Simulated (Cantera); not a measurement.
# Transport properties of process gases

Gas mixture: C2H2 : H2O : C2H6 : C2H4 = 0.35 : 0.9 : 0.84 : 0.62 (molar parts), at 2.00 bar, frozen composition.

Cantera's kinetic-theory transport with the Lennard-Jones parameters of GRI-Mech 3.0, ideal gas; thermal conductivity in the multicomponent form. Polar gases are described roughly by these parameters. The composition is frozen, though it would react at the higher temperatures.

| T (K) | ρ (kg/m³) | cp (J/kg/K) | μ (µPa s) | λ (mW/m/K) | Pr | D (cm²/s) O | D (cm²/s) NO | D (cm²/s) H |
|---|---|---|---|---|---|---|---|---|
| 400 | 1.51 | 1998 | 13.2 | 36.5 | 0.724 | 0.234 | 0.148 | 0.848 |
| 550 | 1.10 | 2408 | 17.7 | 58.1 | 0.734 | 0.411 | 0.261 | 1.52 |
| 700 | 0.862 | 2752 | 21.9 | 81.0 | 0.743 | 0.623 | 0.399 | 2.33 |
| 850 | 0.710 | 3023 | 25.7 | 104 | 0.749 | 0.869 | 0.557 | 3.26 |
| 1000 | 0.603 | 3271 | 29.3 | 127 | 0.754 | 1.14 | 0.735 | 4.32 |
| 1150 | 0.525 | 3471 | 32.6 | 150 | 0.757 | 1.45 | 0.932 | 5.48 |
D: mixture-averaged diffusion coefficient of that species in the mixture.
